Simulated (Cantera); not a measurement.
Source: NASA polynomial tables (part measured, part estimated), evaluated in Cantera. Values are per mole of reaction as written; species without (g) are pure solids or liquids, kept so even where they would boil at 1 bar.

Task: Between 300 and 2075 K, where is each reaction favourable under standard conditions?
- 2 TaO2(g) + H2O(g) = Ta2O5 + 2 H(g)

Result: 
- 2 TaO2(g) + H2O(g) = Ta2O5 + 2 H(g): ΔG° is -853 kJ at 300 K and -331 kJ at 2075 K; it stays negative (K > 1). ΔH° is -722 kJ and ΔS° -188 J/K at 2075 K.
